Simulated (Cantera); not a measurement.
Input (Python, Cantera):

```python
import numpy as np
import cantera as ct

gas = ct.Solution("gri30.yaml")


def delay(T, t_max=10):
    gas.TPX = T, 1000000, {'CH4': 1, 'O2': 1.54, 'N2': 9.69, 'H2O': 1.2}
    reactor = ct.IdealGasReactor(gas, clone=False)
    net = ct.ReactorNet([reactor])
    net.rtol, net.atol = 1e-8, 1e-16
    while net.time < t_max:
        t_old, T_old = net.time, reactor.T
        net.step()
        if reactor.T > T + 400:  # ignition: a rise of 400 K
            return t_old + (T + 400 - T_old) / (reactor.T - T_old) * (net.time - t_old)
    return np.nan


taus = []
for T in [1025, 1125, 1225, 1325, 1425, 1525, 1625]:
    taus.append(delay(T))
    print(f"T0 = {T:6g} K   tau = {taus[-1]:.4e} s")
```

Output:

```
T0 =   1025 K   tau = 8.8141e-02 s
T0 =   1125 K   tau = 2.1057e-02 s
T0 =   1225 K   tau = 6.3971e-03 s
T0 =   1325 K   tau = 2.2059e-03 s
T0 =   1425 K   tau = 8.0592e-04 s
T0 =   1525 K   tau = 3.0105e-04 s
T0 =   1625 K   tau = 1.1558e-04 s
```

Model: GRI-Mech 3.0 (53 species, 325 reactions), integrated in Cantera.
